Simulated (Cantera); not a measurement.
Feed: 1 mol Al(CH₃)₃, 25 mol NH₃, 54 mol N₂, 9 mol N₂O, equilibrated at 1473 K and 133 Pa.

Method: chemical equilibrium by Gibbs-energy minimisation in Cantera with the NASA 1993 tables (ideal gas, pure condensed phases). Candidate condensed phases: Al, AlN, Al₂O₃, C, C₆H₆, C₇H₈, C₈H₁₈, H₂O; 148 gas species. The feed counts by its element totals alone. Kinetics and transport are ignored.

Base state: N₂ 0.626, H₂ 0.312, H₂O 0.0362, CO 0.0238, CO₂ 0.00111, H 0.000194 (mole fractions); condensed: Al₂O₃(s).

**Question.** What changes in the equilibrium state with this change: Al(CH₃)₃ replaced by AlCl₃?

**Answer.** 
```tsv
species	before	after
N₂	0.626	0.659
H₂	0.312	0.249
H₂O	0.0362	0.0655
HCl	0	0.0262
CO	0.0238	0
CO₂	0.00111	0
Cl	0	1.47e-5
H	0.000194	0.000173
Al₂O₃(s), mol	0.500	0.500
```
Further candidate phases: AlCl₃, NH₄Cl.

**Question.** What changes in the equilibrium state with this change: NH₃ from 25 to 120 mol?

**Answer.** 
```tsv
species	before	after
H₂	0.312	0.580
N₂	0.626	0.396
H₂O	0.0362	0.0144
CO	0.0238	0.00956
CO₂	0.00111	9.60e-5
H	0.000194	0.000264
Al₂O₃(s), mol	0.500	0.500
```
